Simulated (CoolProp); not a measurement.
Properties of carbon dioxide at several states.

Model: reference Helmholtz-energy equation of state, Span 1996, in CoolProp.

```json
[
 {"T (K)": "267.4", "p (kPa)": "822", "phase": "gas", "cp (kJ/(kg K))": "0.9087", "cv (kJ/(kg K))": "0.6577", "isothermal compressibility (1/MPa)": "1.300", "expansivity (1/kK)": "4.600", "viscosity (µPa s)": "13.5", "conductivity (mW/(m K))": "14.8"},
 {"T (K)": "899.9", "p (kPa)": "146", "phase": "gas", "cp (kJ/(kg K))": "1.205", "cv (kJ/(kg K))": "1.015", "isothermal compressibility (1/MPa)": "6.848", "expansivity (1/kK)": "1.112", "viscosity (µPa s)": "38.1", "conductivity (mW/(m K))": "63.8"},
 {"T (K)": "410.4", "p (kPa)": "21500", "phase": "supercritical", "cp (kJ/(kg K))": "1.804", "cv (kJ/(kg K))": "0.8873", "isothermal compressibility (1/MPa)": "0.05126", "expansivity (1/kK)": "6.630", "viscosity (µPa s)": "32.0", "conductivity (mW/(m K))": "48.1"}
]
```

Viscosity comes from a separate model (Laesecke 2017). Thermal conductivity comes from a separate model (Huber 2016).
